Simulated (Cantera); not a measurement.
Predominance diagram of V at 1252 °C against the partial pressures of O2 and N2 (log10, bar). Source: NASA polynomial tables (part measured, part estimated), evaluated in Cantera. Candidates: V(s), VN(s), VO(s), V2O3(s), V2O4(s), V2O5(l). Only these pure phases compete in this equilibrium. VN, VO: taken at fixed stoichiometry. Not in the tables: V3O5 to V6O13, V2N.

Which phase is stable at these pairs, and which metal-bearing vapour leads over it? (-11.4, -5); (-15, -5.8); (-5, -6.5); (0, -7.2); (-10, 1); (-12.9, 1); (0, -6.5)


```csv
log p(O2),log p(N2),phase,chief vapour,log p (bar)
-11.4,-5,V2O3(s),VO2,-8.0
-15,-5.8,V2O3(s),VO2,-8.9
-5,-6.5,V2O4(s),VO2,-6.8
0,-7.2,V2O5(l),VO2,-7.1
-10,1,V2O3(s),VO2,-7.6
-12.9,1,V2O3(s),VO2,-8.4
0,-6.5,V2O5(l),VO2,-7.1
```
